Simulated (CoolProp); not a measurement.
A simple Rankine cycle with n-hexane: condensing at 302.15 K, boiler at 0.31 MPa, turbine inlet 397.4 K, turbine efficiency 0.7, pump efficiency 0.8, no recuperator. Each further row changes one setting.

Model: reference Helmholtz-energy equation of state, Thol 2019, in CoolProp.

```
case                             thermal efficiency (%)  net work (kJ/kg)  heat in (kJ/kg)  turbine exit temperature (K)  volume ratio over the turbine
-------------------------------  ----------------------  ----------------  ---------------  ----------------------------  -----------------------------
as stated                                          11.5              61.4              533                         361.4                           12.8
turbine inlet 417.4 K                              11.3              65.2              578                         381.9                           12.7
condensing temperature 294.15 K                    12.6              69.4              551                         357.1                           18.0
boiler pressure 0.217 MPa                          10.1              54.0              537                         367.2                           8.86
turbine efficiency 0.6                              9.9              52.5              533                         365.9                           13.0
```
